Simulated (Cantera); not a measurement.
Input: 1 mol Al, 1 mol NH3, 4 mol H2, equilibrated at 1175 K and 0.00500 bar.

Equilibrium computed with Cantera from the NASA thermochemical tables; the gas is ideal and each condensed phase is pure. Candidate condensed phases: Al, AlN; 13 gas species. The numbers say what is thermodynamically allowed, not how fast it happens.

Base state: H2 1.000 (mole fractions); condensed: AlN(s).

Q: What changes in the equilibrium state with this change: temperature from 1175 K to 1700 K?

A: 
```csv
species,before,after
H2,1.000,0.995
Al,2.77e-9,0.00212
H,1.73e-6,0.00208
N2,1.95e-9,0.00110
AlH,1.19e-9,9.06e-5
"AlN(s), mol",1.00,0.988
```
